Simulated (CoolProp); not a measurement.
Vapour-liquid equilibrium of propane (1) + n-butane (2) at 311.8 K; x and y are mole fractions of (1).

Values from CoolProp's multi-fluid Helmholtz-energy mixture model, Lemmon 2009 and Bücker 2006; pair parameters Kunz 2012.

```
x     bubble pressure, mixture model (kPa)  bubble pressure, Raoult's law (kPa)  y, mixture model  y, Raoult's law
----  ------------------------------------  -----------------------------------  ----------------  ---------------
0.05                                 406.5                                412.6             0.137            0.161
0.15                                 492.5                                508.8             0.346            0.391
0.25                                 581.0                                605.1             0.498            0.548
0.35                                 671.8                                701.4             0.613            0.662
0.45                                 764.9                                797.7             0.704            0.749
0.55                                 860.3                                894.0             0.778            0.817
0.65                                 958.3                                990.2             0.840            0.871
0.75                                  1059                                 1087             0.893            0.916
0.85                                  1163                                 1183             0.939            0.954
0.95                                  1271                                 1279             0.981            0.986
```

The largest gap from Raoult's law is -4.2 % in bubble pressure, at x = 0.35. No azeotrope shows between x = 0.05 and 0.95.

Pair parameters are fitted to limited data, so mixtures are less certain than the pure fluids.
